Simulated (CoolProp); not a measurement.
Vapour-liquid equilibrium of isohexane (1) + ethanol (2) at 2.39 bar; x and y are mole fractions of (1).

Model: multi-fluid Helmholtz-energy mixture model, Lemmon 2006 and Schroeder 2014; pair parameters Bell 2016, in CoolProp.

```tsv
x	bubble temperature (°C)	y at the bubble point	dew temperature at overall composition x (°C)	liquid density (mol/L)
0.05	94.1	0.262	100.5	14.74
0.15	85.3	0.497	97.6	13.36
0.25	81.9	0.577	94.5	12.11
0.35	80.9	0.604	91.0	11.01
0.45	80.6	0.614	87.2	10.07
0.55	80.4	0.621	83.0	9.264
0.65	80.4	0.634	80.5	8.581
0.75	80.7	0.663	82.6	7.996
0.85	81.9	0.724	85.4	7.486
0.95	85.8	0.864	88.4	7.017
```

y crosses x between x = 0.55 and 0.65: the model has an azeotrope there.

Pair parameters are fitted to limited data, so mixtures are less certain than the pure fluids. With so large a gap from Raoult's law the liquid may split in two, which this calculation doesn't test in full.
